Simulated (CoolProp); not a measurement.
Vapour-liquid equilibrium of n-pentane (1) + cyclohexane (2) at 9.39 bar; x and y are mole fractions of (1).

Model: multi-fluid Helmholtz-energy mixture model, Thol 2019 and Zhou 2014; pair parameters Bell 2016, in CoolProp.

Task: Give the bubble temperature and the first vapour's composition at x = 0.05, 0.25, 0.85. Is there an azeotrope?

Result: x = 0.05: 173.7 °C, y = 0.109; x = 0.25: 158.1 °C, y = 0.437; x = 0.85: 127.4 °C, y = 0.927. No azeotrope shows between x = 0.05 and 0.95.

Pair parameters are fitted to limited data, so mixtures are less certain than the pure fluids.
